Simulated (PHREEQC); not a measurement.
## Alkaline etch or developer (model solution)

Solution (25 °C): 110 mmol/kgw NH3. Closed to the air; pH follows from the charge balance.

Model: ion-association model, phreeqc.dat, run in PHREEQC.

Precipitation was switched off in this run.

Estimate the pH.

pH 11.14.

In which forms is N present?

NH3 99 %, NH4+ 1.3 % of the N.
